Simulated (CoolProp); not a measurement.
Computed with CoolProp (reference Helmholtz-energy equation of state, Zhou 2012).

For p-xylene, give the phase and the cv (kJ/(kg K)), conductivity (mW/(m K)), Prandtl number at 620 K and 1220 kPa.


- 620 K and 1220 kPa: gas; cv 2.21, conductivity 45.2, Prandtl number 0.711

Viscosity comes from a separate model (Balogun 2015). Thermal conductivity comes from a separate model (Mylona 2014).
